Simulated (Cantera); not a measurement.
Feed: 1 mol Si₂Cl₆, 1.4 mol NH₃, 66 mol H₂, held at 1.70 mbar.

Equilibrium computed with Cantera from the NASA thermochemical tables; the gas is ideal and each condensed phase is pure. Candidate condensed phases: NH₄Cl, Si, Si₃N₄; 28 gas species. The feed counts by its element totals alone. Mutual solubility and eutectic melting of coexisting phases are not modelled. The tables' values for SiCl₃ are old estimates; treat these amounts as uncertain. Kinetics and transport are ignored.

### Question
At 1350 K, list the 4 most abundant gas species with their mole fractions, and the condensed phases.

### Answer
H₂ 0.926, HCl 0.0610, SiCl₂ 0.0113, N₂ 0.00104. Condensed: Si(s) + Si₃N₄(s).
